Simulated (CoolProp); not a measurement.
Vapour-liquid equilibrium of R22 (1) + R152A (2) at 309.1 K; x and y are mole fractions of (1).

Values from CoolProp's multi-fluid Helmholtz-energy mixture model, Kamei 1995 and Outcalt 1996; pair parameters Bell 2016.

Q: Give the bubble pressure and the first vapour's composition at x = 0.55, 0.75, 0.95. Is there an azeotrope?

A: x = 0.55: 1.082 MPa, y = 0.649; x = 0.75: 1.208 MPa, y = 0.826; x = 0.95: 1.350 MPa, y = 0.969. No azeotrope shows between x = 0.05 and 0.95.

The pair parameters rest on a limited set of measurements; away from them the model extrapolates.
